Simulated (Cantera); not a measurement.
Input: 1 mol Ca(OH)2, 2.8 mol H2, equilibrated at 1975 °C and 0.260 bar.

Method: chemical equilibrium by Gibbs-energy minimisation in Cantera with the NASA 1993 tables (ideal gas, pure condensed phases). Candidate condensed phases: Ca, CaO, Ca(OH)2, H2O; 14 gas species. The numbers say what is thermodynamically allowed, not how fast it happens.

Base state: H2 0.726, H2O 0.261, H 0.0123, OH 0.000660, Ca(OH)2 0.000147, CaOH 0.000105, Ca 4.10e-5 (mole fractions); condensed: CaO(s).

### Question
What changes in the equilibrium state with this change: pressure from 0.260 bar to 1 atm?

### Answer
```csv
species,before,after
H2,0.726,0.731
H2O,0.261,0.262
H,0.0123,0.00624
Ca(OH)2,0.000147,0.000148
Ca,4.10e-5,1.05e-5
OH,0.000660,0.000335
CaOH,0.000105,5.35e-5
"CaO(s), mol",0.999,0.999
```
